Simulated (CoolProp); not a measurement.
100 sccm (0 °C, 1 atm) of nitrogen bubbles through liquid n-pentane at 279.3 K and leaves saturated at a total pressure of 0.15 MPa (ideal gas phase). Each further row changes one setting.

Model: reference Helmholtz-energy equation of state, Thol 2019, in CoolProp.

```tsv
case	vapour pressure (kPa)	mole fraction of vapour	delivery (mg/min)	delivery (sccm)	change of delivery for a bath 1 K warmer (%)
as stated	32.1	0.214	87.7	27.3	5.7
bath temperature 284.3 K	39.7	0.265	116	36.0	5.8
total pressure 0.3 MPa	32.1	0.107	38.6	12.0	5.0
```
